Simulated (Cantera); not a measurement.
Input (Python, Cantera) and output of one run.

```python
import numpy as np
import cantera as ct

gas_names = """
    C CH CH2 CH3 CH2OH CH3O CH4 CH3OH CO CO2 COOH C2 C2H CHCO,ketyl C2H2,acetylene C2H2,vinylidene
    CH2CO,ketene C2H3,vinyl CH3CO,acetyl C2H4 C2H4O,ethylen CH3CHO,ethanal CH3COOH (HCOOH)2 C2H5 C2H6
    CH3OCH3 C2H5OH C2O C3 C3H3,propargyl C3H4,allene C3H4,propyne C3H4,cyclo- C3H5,allyl C3H6,propylene
    C3H6,cyclo- C3H6O C3H7,n-propyl C3H7,i-propyl C3H8 C3H8O,1propanol C3H8O,2propanol C3O2 C4 C4H2
    C4H4,1,3-cyclo- C4H6,butadiene C4H6,2-butyne C4H6,cyclo- C4H8,1-butene C4H8,cis2-buten
    C4H8,tr2-butene C4H8,isobutene C4H8,cyclo- (CH3COOH)2 C4H9,n-butyl C4H9,i-butyl C4H9,s-butyl
    C4H9,t-butyl C4H10,isobutane C4H10,n-butane C5 C5H6,1,3cyclo- C5H8,cyclo- C5H10,1-pentene
    C5H10,cyclo- C5H11,pentyl C5H11,t-pentyl C5H12,n-pentane C5H12,i-pentane CH3C(CH3)2CH3 C6H2
    C6H5,phenyl C6H5O,phenoxy C6H6 C6H5OH,phenol C6H10,cyclo- C6H12,1-hexene C6H12,cyclo- C6H13,n-hexyl
    C7H7,benzyl C7H8 C7H8O,cresol C7H14,1-heptene C7H15,n-heptyl C7H16,n-heptane C8H8,styrene
    C8H10,ethylbenz C8H16,1-octene C8H17,n-octyl C8H18,isooctane C8H18,n-octane C9H19,n-nonyl
    C10H8,naphthale C10H21,n-decyl C12H9,o-bipheny C12H10,bipheny Cu CuO Cu2 H HCO HO2 H2
    HCHO,formaldehy HCOOH H2O H2O2 O OH O2 O3
""".split()
cond_names = """
    C(gr) C6H6(L) C7H8(L) C8H18(L),n-octa Cu(cr) Cu(L) CuO(s) CuO2H2(s) Cu2O(s) Cu2O(L) H2O(s) H2O(L)
""".split()


def load(file, names, dense=False):
    # The tables refer to 1 bar. Condensed volumes are neglected.
    table = {s.name: s for s in ct.Species.list_from_file(file)}
    out = []
    for n in names:
        d = dict(table[n].input_data)
        d["thermo"] = dict(d["thermo"], **{"reference-pressure": 1e5})
        if dense:
            d["equation-of-state"] = {"model": "constant-volume", "density": "1e6 g/cm^3"}
        out.append(ct.Species.from_dict(d))
    return out


gas = ct.Solution(thermo="ideal-gas", species=load("nasa_gas.yaml", gas_names))
cond = {s.name: ct.Solution(thermo="fixed-stoichiometry", species=[s], name=s.name)
        for s in load("nasa_condensed.yaml", cond_names, dense=True)}
atoms = {
    'CuO': {'Cu': 1, 'O': 1},
    'CO': {'C': 1, 'O': 1},
    'H2': {'H': 2},
}
top_T = {'C(gr)': 4500, 'CuO(s)': 1390}  # K; cautious upper limits of use, not melting points


def equilibrate(T, P, feed):
    n = {}
    for name, mol in feed.items():
        for a, k in atoms[name].items():
            n[a] = n.get(a, 0.0) + k * mol
    gas.TPX = T, P, n
    mass = sum(n.values()) * gas.mean_molecular_weight
    gas.equilibrate("TP")
    valid = [c for c in cond.values() if c.min_temp <= T <= top_T.get(c.name, c.max_temp)]
    mix = ct.Mixture([(gas, mass / gas.mean_molecular_weight)] + [(c, 0.0) for c in valid])
    mix.T, mix.P = T, P
    mix.equilibrate("TP", solver="vcs", rtol=1e-11, max_steps=5000)
    return mix


results = []
feed = {'CuO': 1, 'CO': 7.3, 'H2': 0.14}  # mol
P = 26  # Pa
for T in [1825, 1875, 1925, 1975, 2025, 2075, 2125, 2175, 2225, 2275, 2325, 2375, 2425, 2475]:
    mix = equilibrate(T, P, feed)
    results.append((T, P, feed, dict(zip(mix.species_names, mix.species_moles))))

top = {s: max(r[3][s] / sum(r[3][g] for g in gas_names) for r in results) for s in gas_names}
cols = sorted((s for s in top if top[s] > 0.0001), key=lambda s: -top[s])[:8]
seen = [c for c in cond_names if any(r[3].get(c, 0) > 1e-12 for r in results)]
print("log10 of partial pressures in bar; condensed amounts in mol")
print(f"{'T/K':>10s}" + "".join(f"{s[:9]:>10s}" for s in cols + seen))
for T, P, feed, n in results:
    ng = sum(n[g] for g in gas_names)
    print(f"{T:10.4g}" + "".join(f"{np.log10(max(n[s] / ng * P / 1e5, 1e-99)):10.3f}" for s in cols)
          + "".join(f"{n.get(c, 0):10.4g}" for c in seen))
```

Result:

```
log10 of partial pressures in bar; condensed amounts in mol
       T/K        CO        Cu       CO2         O         H        H2        O2       H2O
      1825    -3.709    -4.512    -4.534    -8.214    -6.158    -5.605    -8.800    -5.836
      1875    -3.710    -4.512    -4.534    -7.807    -5.999    -5.631    -8.375    -5.842
      1925    -3.710    -4.513    -4.535    -7.421    -5.852    -5.665    -7.973    -5.856
      1975    -3.710    -4.513    -4.536    -7.055    -5.718    -5.708    -7.593    -5.881
      2025    -3.711    -4.514    -4.539    -6.709    -5.597    -5.762    -7.234    -5.921
      2075    -3.711    -4.515    -4.544    -6.383    -5.490    -5.831    -6.899    -5.978
      2125    -3.712    -4.517    -4.555    -6.078    -5.398    -5.917    -6.592    -6.059
      2175    -3.712    -4.519    -4.576    -5.797    -5.322    -6.022    -6.319    -6.170
      2225    -3.711    -4.523    -4.610    -5.545    -5.262    -6.146    -6.091    -6.316
      2275    -3.710    -4.527    -4.664    -5.326    -5.216    -6.290    -5.916    -6.502
      2325    -3.708    -4.533    -4.740    -5.141    -5.183    -6.450    -5.800    -6.728
      2375    -3.706    -4.539    -4.840    -4.991    -5.162    -6.622    -5.741    -6.989
      2425    -3.705    -4.544    -4.961    -4.872    -5.147    -6.800    -5.735    -7.280
      2475    -3.704    -4.550    -5.101    -4.782    -5.138    -6.981    -5.777    -7.590
```

Equilibrium computed with Cantera from the NASA thermochemical tables; the gas is ideal and each condensed phase is pure.
